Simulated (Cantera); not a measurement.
An adiabatic, constant-pressure homogeneous reactor starts with 18.2 % H₂, 14.6 % O₂, 64.5 % N₂, 2.72 % CO₂, equivalence ratio 0.62, at 1373 K and 3.06 atm.

Detailed kinetics in Cantera: GRI-Mech 3.0 (53 species, 325 reactions). The hydrogen kinetics of GRI-Mech 3.0 are dated; newer H2 mechanisms differ, most at raised pressure.

One state of this run: T (K) = 2201; x H₂ = 0.0142; x O₂ = 0.0623; x OH = 0.0202; x O = 0.0126; x H = 0.0124. x: mole fraction; the columns are a selection and need not sum to one.

**Question.** Which value of t (s) does it belong to?
(A) 0.000407
(B) 0.0110
(C) 1.50e-5
(D) 0.0997

**Answer.** C, 1.50e-5
